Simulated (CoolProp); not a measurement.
Diethyl ether along the isobar 39.9 bar: density (kg/m³) from the reference equation and from simpler models built on Tc = 467.9 K, pc = 37.17 bar, ω = 0.282; each cubic takes its own stable root.

Values from CoolProp's reference Helmholtz-energy equation of state, Thol 2014.

| T (K) | phase | reference | Redlich-Kwong | Peng-Robinson |
|---|---|---|---|---|
| 388.9 | liquid | 596.6 | 513.6 | 607.8 |
| 401.1 | liquid | 577.1 | 492.8 | 583.0 |
| 413.4 | liquid | 555.6 | 469.8 | 555.1 |
| 425.6 | liquid | 531.8 | 444.4 | 523.5 |
| 437.8 | liquid | [?] | 415.1 | [?] |
| 450.1 | liquid | 469.7 | 379.4 | 440.0 |
| 462.3 | liquid | 419.2 | 331.0 | 375.0 |
| 474.6 | supercritical | 200.0 | 201.1 | 193.1 |
| 486.8 | supercritical | 137.4 | 136.6 | 137.3 |
| 499 | supercritical | 117.5 | 118.2 | 118.3 |
| 511.3 | supercritical | 105.4 | 106.9 | 106.5 |
| 523.5 | supercritical | 96.97 | 98.76 | 98.15 |
| 535.8 | supercritical | 90.42 | 92.39 | 91.58 |
| 548 | supercritical | 85.18 | 87.23 | [?] |

### Question
Fill in the missing entries.

### Answer

- 437.8, reference: 504.2
- 437.8, Peng-Robinson: 486.4
- 548, Peng-Robinson: 86.28
